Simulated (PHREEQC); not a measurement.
Dissolve 0.0089 mol/kgw BaCl2, 0.00075 mol/kgw NaHCO3 and 0.79 mol/kgw NaCl at 20 °C. Closed to the air; pH follows from the charge balance.

Computed with PHREEQC (ion-association model, phreeqc.dat).

```
Item                      Result
-----------------  -------------
pH                          7.73
ionic strength     0.817 mol/kgw
activity of water          0.973
density              1.031 g/cm³
total alkalinity    0.750 meq/kg
```

| species | molality | activity | log γ |
|---|---|---|---|
| Cl- | 0.808 | 0.502 | -0.206 |
| Na+ | 0.791 | 0.573 | -0.140 |
| Ba+2 | 0.00889 | 0.00173 | -0.712 |
| HCO3- | 0.000602 | 0.000402 | -0.176 |
| NaHCO3 | 0.000110 | 0.000133 | 0.082 |
| CO2 | 1.54e-5 | 1.86e-5 | 0.082 |
| NaCO3- | 9.72e-6 | 7.44e-6 | -0.116 |
| BaHCO3+ | 7.42e-6 | 5.67e-6 | -0.116 |
| CO3-2 | 4.55e-6 | 9.02e-7 | -0.703 |
| BaCO3 | 6.02e-7 | 7.27e-7 | 0.082 |
| OH- | 5.95e-7 | 3.55e-7 | -0.224 |

No solid was allowed to form. The ionic strength is past about 0.7 mol/kgw, beyond the range of this activity model, so the values are rough. Complexes and solids missing from the database can't appear.
